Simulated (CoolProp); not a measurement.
Saturation properties of sulfur hexafluoride (Tc = 45.6 °C, pc = 37.55 bar, ω = 0.210).

Model: reference Helmholtz-energy equation of state, Guder 2009, in CoolProp.

```csv
T (°C),p (bar),vapour density (kg/m³),liquid cp (kJ/(kg K)),liquid viscosity (µPa s)
-33.55,4.337,35.70,0.8888,322
-26.85,5.492,44.97,0.9125,290
-20.25,(withheld),55.92,0.9378,(withheld)
-13.65,8.417,69.01,0.9659,(withheld)
-7.05,10.25,84.66,0.9979,(withheld)
-0.45,12.36,103.4,1.036,186
6.15,14.78,126.0,1.082,166
12.75,17.53,153.5,(withheld),147
19.35,20.65,(withheld),1.225,130
25.95,24.17,231.5,1.356,114
32.55,28.13,290.7,1.605,96.9
39.15,32.60,381.6,(withheld),78.3
```

**Question.** Some entries are withheld; supply them.

**Answer.** 
- -20.25, p (bar): 6.839
- -20.25, liquid viscosity (µPa s): 260
- -13.65, liquid viscosity (µPa s): 233
- -7.05, liquid viscosity (µPa s): 208
- 12.75, liquid cp (kJ/(kg K)): 1.142
- 19.35, vapour density (kg/m³): 187.7
- 39.15, liquid cp (kJ/(kg K)): 2.347

Viscosity comes from a separate model (Quiñones-Cisneros 2012).
